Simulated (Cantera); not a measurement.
A closed system holds: 1 mol Pb, 0.043 mol CO, 0.36 mol H₂, at 0.0133 bar.

Cantera equilibrium calculation (NASA polynomials, part measured and part estimated; ideal gas, pure solids and liquids). Candidate condensed phases: C, C₆H₆, C₇H₈, C₈H₁₈, H₂O, Pb, PbO, PbO₂, Pb₃O₄; 113 gas species. The numbers say what is thermodynamically allowed, not how fast it happens.

Q: Which condensed phases are stable at each of these points (T (K)): 898, 998, 1098, 1198, 1298, 1398, 1498, 1598?

A: 
| T (K) | condensed phases | Pb condensed (%) |
|---|---|---|
| 898 | C(graphite) + Pb(l) | 100.0 |
| 998 | Pb(l) | 100.0 |
| 1098 | Pb(l) | 99.6 |
| 1198 | Pb(l) | 98.0 |
| 1298 | Pb(l) | 90.4 |
| 1398 | Pb(l) | 28.5 |
| 1498 | gas only | 0.0 |
| 1598 | gas only | 0.0 |

At 898 K the condensed part is C(graphite) + Pb(l). From 998 K to 1398 K the condensed part is Pb(l). From 1498 K to 1598 K nothing is condensed.
